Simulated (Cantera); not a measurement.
Charge: 1 mol Si, 12 mol HBr, 35 mol N₂, at 0.360 bar.

Cantera equilibrium calculation (NASA polynomials, part measured and part estimated; ideal gas, pure solids and liquids). Candidate condensed phases: Br₂, Si, Si₃N₄; 28 gas species. N₂ is the only nitrogen source here; it is nearly inert below about 1500 K, so the nitride shown seldom forms there in practice. The tables' values for SiBr₃ are old estimates; treat these amounts as uncertain. Rates play no part.

**Question.** At 1100 K, list the 4 most abundant gas species with their mole fractions, and the condensed phases.

**Answer.** N₂ 0.758, HBr 0.188, H₂ 0.0362, SiBr₄ 0.0181. Condensed: Si₃N₄(s).
